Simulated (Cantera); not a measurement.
An isothermal, constant-pressure homogeneous reactor starts with 0.986 % CH₄, 98.6 % H₂, 0.394 % O₂, at 2975 K and 0.0310 bar.

Computed with Cantera and GRI-Mech 3.0 (53 species, 325 reactions). Radical loss at walls, strong at low pressure, is not modelled.

x: mole fraction; the columns are a selection and need not sum to one.

| t (s) | x CH₄ | x H₂ | x O₂ | x CH₂ | x H₂O | x C₂H₆ | x CH₂CO |
|---|---|---|---|---|---|---|---|
| 2.00e-6 | 0.00963 | 0.986 | 0.00393 | 3.01e-7 | 3.42e-6 | 5.47e-10 | <1e-12 |
| 7.10e-6 | 0.00931 | 0.984 | 0.00389 | 2.55e-6 | 5.80e-5 | (withheld) | 1.96e-12 |
| 2.52e-5 | 0.00856 | 0.979 | 0.00357 | 1.76e-5 | 0.000669 | (withheld) | 6.62e-10 |
| 8.93e-5 | 0.00643 | 0.959 | 0.00133 | 0.000126 | 0.00500 | (withheld) | 3.99e-8 |
| 0.000317 | 0.00268 | 0.929 | 1.70e-7 | 0.000259 | 0.00725 | (withheld) | 2.96e-7 |
| 0.00112 | 0.000348 | 0.901 | 3.00e-8 | 9.55e-5 | 0.00613 | (withheld) | 6.34e-7 |
| 0.00399 | 7.57e-5 | 0.856 | 2.09e-8 | 5.46e-5 | 0.00306 | 1.81e-10 | 2.48e-7 |
| 0.0141 | 4.91e-6 | 0.752 | 2.29e-10 | 1.47e-5 | 0.000146 | 1.18e-12 | 5.84e-9 |
| 0.0502 | 2.09e-7 | 0.565 | <1e-12 | 3.49e-6 | 1.37e-8 | <1e-12 | 1.51e-11 |
| 0.178 | 7.13e-8 | 0.447 | <1e-12 | 3.09e-6 | 5.22e-9 | <1e-12 | 6.24e-12 |
| 0.631 | 6.68e-8 | 0.439 | <1e-12 | 3.06e-6 | 4.93e-9 | <1e-12 | 5.92e-12 |
| 2.24 | 6.68e-8 | 0.439 | <1e-12 | 3.06e-6 | 4.93e-9 | <1e-12 | 5.92e-12 |
| 7.95 | 6.68e-8 | 0.439 | <1e-12 | 3.06e-6 | 4.93e-9 | <1e-12 | 5.92e-12 |
| 28.2 | 6.68e-8 | 0.439 | <1e-12 | 3.06e-6 | 4.93e-9 | <1e-12 | 5.92e-12 |
| 100 | 6.68e-8 | 0.439 | <1e-12 | 3.06e-6 | 4.93e-9 | <1e-12 | 5.92e-12 |

Problem. Some entries are withheld; supply them.

Solution. 
- 7.10e-6, x C₂H₆: 1.15e-8
- 2.52e-5, x C₂H₆: 7.65e-8
- 8.93e-5, x C₂H₆: 2.53e-7
- 0.000317, x C₂H₆: 1.07e-7
- 0.00112, x C₂H₆: 2.71e-9
